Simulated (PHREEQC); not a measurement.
Make-up at 55 °C: 7 mmol/kgw HCl and 8 mmol/kgw Li2SO4. Closed to the air; pH follows from the charge balance.

Model: ion-association model, phreeqc.dat, run in PHREEQC.

Precipitation was switched off in this run.

### Question
Estimate the pH, ionic strength.

### Answer
pH 2.41; ionic strength 0.0255 mol/kgw.

### Question
In which forms is S present?

### Answer
SO4-2 66 %, HSO4- 32 %, LiSO4- 2.4 % of the S.

At this temperature some constants are extrapolated from 25 °C, and those without enthalpy data are left unchanged.
